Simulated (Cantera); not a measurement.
Mixture: CH4 : O2 : N2 = 1 : 3.17 : 11.9 (molar parts), equivalence ratio 0.63, at 0.987 atm, adiabatic and at constant pressure. Ignition delay is the time to a rise of 400 K.

Detailed kinetics in Cantera: GRI-Mech 3.0 (53 species, 325 reactions).

### Question
What does this change do: O2 3.17 to 1.8 parts?

### Answer
| quantity | before | after |
|---|---|---|
| delay at 1000 K | 0.875 s | 1.99 s |
| delay at 1200 K | 35.9 ms | 84.4 ms |
| delay at 1400 K | 2.79 ms | 6.17 ms |
| delay at 1600 K | 0.420 ms | 0.748 ms |
| delay at 1800 K | 0.109 ms | 0.163 ms |
| apparent activation energy between 1700 and 1900 K | 160 kJ/mol | 170 kJ/mol |

### Question
What does this change do: pressure from 0.987 atm to 9.87 atm?

### Answer
```
quantity                                                before       after
--------------------------------------------------  ----------  ----------
delay at 1000 K                                        0.875 s     73.3 ms
delay at 1200 K                                        35.9 ms     3.86 ms
delay at 1400 K                                        2.79 ms    0.412 ms
delay at 1600 K                                       0.420 ms     65.9 µs
delay at 1800 K                                       0.109 ms     15.2 µs
apparent activation energy between 1700 and 1900 K  160 kJ/mol  170 kJ/mol
```
